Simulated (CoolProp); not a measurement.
Vapour-liquid equilibrium of benzene (1) + octamethylcyclotetrasiloxane (D4) (2) at 307.5 K; x and y are mole fractions of (1).

Values from CoolProp's multi-fluid Helmholtz-energy mixture model, Thol 2012 and Thol 2015; pair parameters Bell 2016.

Give the bubble pressure and the first vapour's composition at x = 0.05, 0.25, 0.95. Is there an azeotrope?

x = 0.05: 0.01172 bar, y = 0.787; x = 0.25: 0.05516 bar, y = 0.965; x = 0.95: 0.1827 bar, y = 0.999. No azeotrope shows between x = 0.05 and 0.95.

Pair parameters are fitted to limited data, so mixtures are less certain than the pure fluids. The gap from Raoult's law changes sign with composition, which may be real or a fault of the pair parameters; it wasn't checked against measurements.
